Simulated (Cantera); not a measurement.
**Low-pressure radical oxidation in H2/O2**

An isothermal, constant-pressure homogeneous reactor starts with 3.17 % H2, 41.7 % O2, 54.2 % N2, 0.876 % H2O, at 1223 K and 0.00320 bar.

Model: the H2/O2 subset of GRI-Mech 3.0, which has no nitrogen chemistry, integrated in Cantera. Radical loss at walls, strong at low pressure, is not modelled.

```
t (s)         x H2   x O2      x OH    x H2O       x O    x HO2
--------  --------  -----  --------  -------  --------  -------
0.000800    0.0317  0.417   1.88e-9  0.00876   2.36e-9  3.58e-9
0.00318     0.0317  0.417   3.92e-8  0.00876   5.76e-8  1.43e-8
0.0127      0.0301  0.416  0.000468  0.00993  0.000717  3.21e-7
0.0504    0.000855  0.394   0.00244   0.0352    0.0189  4.03e-7
0.201     0.000772  0.395   0.00232   0.0359    0.0168  3.96e-7
0.798     0.000520  0.400   0.00192   0.0379    0.0108  3.64e-7
3.17      0.000148  0.405   0.00103   0.0402   0.00295  2.40e-7
12.6       1.51e-5  0.407  0.000330   0.0409  0.000297  6.68e-8
50.3       1.39e-6  0.408  0.000100   0.0411   2.74e-5  1.05e-8
200        1.88e-7  0.408   3.68e-5   0.0411   3.69e-6  3.08e-9
```
x: mole fraction; the columns are a selection and need not sum to one.

Equilibrium at this temperature and pressure: H2 2.33e-8, O2 0.408, OH 1.30e-5, H2O 0.0411, O 4.59e-7, HO2 4.32e-9 (gas phase only).
